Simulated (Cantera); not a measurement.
Input: 1 mol V₂O₅, 480 mol H₂, 3.9 mol H₂O, held at 100000 Pa.

Cantera equilibrium calculation (NASA polynomials, part measured and part estimated; ideal gas, pure solids and liquids). Candidate condensed phases: H₂O, V, VO, V₂O₃, V₂O₄, V₂O₅; 12 gas species. VO: taken at fixed stoichiometry. Kinetics and transport are ignored. All values below are at 2000 °C.

Base state: H₂ 0.977, H₂O 0.0141, H 0.00831, VO₂ 8.98e-5, VO 5.78e-5, OH 1.86e-5 (mole fractions); condensed: VO(l).

**Question.** What changes in the equilibrium state with this change: V₂O₅ replaced by SiO₂?

**Answer.** 
```json
[
 {"species": "H₂", "before": "0.977", "after": "0.980"},
 {"species": "H₂O", "before": "0.0141", "after": "0.0100"},
 {"species": "H", "before": "0.00831", "after": "0.00831"},
 {"species": "SiO", "before": "0", "after": "0.00205"},
 {"species": "VO₂", "before": "8.98e-5", "after": "0"},
 {"species": "VO", "before": "5.78e-5", "after": "0"},
 {"species": "OH", "before": "1.86e-5", "after": "1.32e-5"},
 {"species": "VO(l), mol", "before": "1.93", "after": "0"}
]
```
Further candidate phases: Si, SiO₂.
